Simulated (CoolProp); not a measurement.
Vapour-liquid equilibrium of n-octane (1) + m-xylene (2) at 87.65 °C; x and y are mole fractions of (1).

The numbers come from the multi-fluid Helmholtz-energy mixture model, Beckmüller 2019 and Zhou 2012; pair parameters Bell 2016 in CoolProp.

```
x     bubble pressure, mixture model (kPa)  bubble pressure, Raoult's law (kPa)  y, mixture model  y, Raoult's law
----  ------------------------------------  -----------------------------------  ----------------  ---------------
0.05                                 20.86                                20.70             0.081            0.074
0.15                                 22.17                                21.76             0.224            0.212
0.25                                 23.41                                22.83             0.348            0.338
0.35                                 24.56                                23.89             0.457            0.451
0.45                                 25.66                                24.96             0.556            0.556
0.55                                 26.69                                26.02             0.647            0.651
0.65                                 27.68                                27.09             0.731            0.739
0.75                                 28.62                                28.15             0.812            0.821
0.85                                 29.52                                29.22             0.888            0.896
0.95                                 30.40                                30.29             0.963            0.967
```

The largest gap from Raoult's law is +2.8 % in bubble pressure, at x = 0.35. No azeotrope shows between x = 0.05 and 0.95.

The pair parameters rest on a limited set of measurements; away from them the model extrapolates.
